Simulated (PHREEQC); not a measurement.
AlCl3 is added in steps, without added water, to 1 kg of water holding 0.0015 mol HF, 0.00063 mol NaF and 0.07 mol HCl, at 25 °C. Oxygen alone is held at its pressure in air (log pO2 = -0.68). The system is closed to CO2. The run lets Gibbsite, Halite precipitate or redissolve, and no other solid.

Base run: PHREEQC, ion-association model, wateq4f.dat. Each further column changes one thing. The table gives pH.

```tsv
AlCl3 added (mol)	base	0.01 mol/kgw Na2CO3 added	HCl left out	diluted 2-fold with water	no solid may form
0	1.23	1.38	3.27	1.52	1.23
0.01312	1.24	1.38	2.89	1.53	1.24
0.03938	1.25	1.39	2.89	1.55	1.25
0.0525	1.26	1.40	2.89	1.56	1.26
0.06563	1.26	1.40	2.88	1.56	1.26
0.09187	1.27	1.41	2.87	1.57	1.27
0.105	1.27	1.41	2.87	1.57	1.27
0.1181	1.27	1.41	2.86	1.57	1.27
0.1444	1.27	1.42	2.85	1.57	1.27
0.1575	1.27	1.42	2.85	1.58	1.27
0.1706	1.28	1.42	2.84	1.58	1.28
0.1969	1.28	1.42	2.83	1.58	1.28
0.21	1.28	1.42	2.83	1.58	1.28
```

The ionic strength passes 0.7 mol/kgw, the rough limit of the ion-association models, in part of: base; 0.01 mol/kgw Na2CO3 added; HCl left out; diluted 2-fold with water; no solid may form. Fluoro complexes past AlF4- and FeF3 are missing from the database. Solids allowed in the column '0.01 mol/kgw Na2CO3 added': Gibbsite, Halite, Nahcolite, Natron.
